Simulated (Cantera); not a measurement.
**Equilibrium for silicon oxide and oxynitride deposition: SiH4 + N2O**

A closed system holds: 1 mol SiH4, 0.85 mol N2O, held at 27.0 Pa.

Cantera equilibrium calculation (NASA polynomials, part measured and part estimated; ideal gas, pure solids and liquids). Candidate condensed phases: H2O, Si, SiO2, Si2N2O, Si3N4; 35 gas species. Mutual solubility and eutectic melting of coexisting phases are not modelled. The tables' values for SiN are old estimates; treat these amounts as uncertain. The tables hold silica as quartz up to 1696 K and as liquid above; real silica turns to tridymite and cristobalite and melts near 1996 K. Kinetics and transport are ignored.

From 700 K to 800 K the condensed part is SiO2(α-quartz) + Si2N2O(s). From 900 K to 1400 K the condensed part is SiO2(β-quartz) + Si2N2O(s). From 1500 K to 1600 K the condensed part is Si2N2O(s). At 1700 K the condensed part is Si(l).

```
T (K)  log p H2  log p SiO  log p N2  log p H  n SiO2(α-quartz)  n Si2N2O(s)  n SiO2(β-quartz)  n Si(l)
-----  --------  ---------  --------  -------  ----------------  -----------  ----------------  -------
700       -3.66       <-15     -4.29   -15.43             0.233        0.383                 0        0
800       -3.66       <-15     -4.29   -13.37             0.233        0.383                 0        0
900       -3.66       <-15     -4.29   -11.76                 0        0.383             0.233        0
1000      -3.66     -13.04     -4.29   -10.47                 0        0.383             0.233        0
1100      -3.66     -10.62     -4.29    -9.42                 0        0.383             0.233        0
1200      -3.66      -8.61     -4.29    -8.53                 0        0.383             0.233        0
1300      -3.66      -6.92     -4.29    -7.79                 0        0.383             0.233        0
1400      -3.67      -5.47     -4.29    -7.15                 0        0.373             0.223        0
1500      -3.80      -4.26     -4.26    -6.65                 0        0.150                 0        0
1600      -3.80      -4.26     -4.26    -6.17                 0        0.149                 0        0
1700      -3.84      -4.21     -4.21    -5.75                 0            0                 0    0.140
```
log p: log10 of the partial pressure in bar; n: condensed amount in mol.
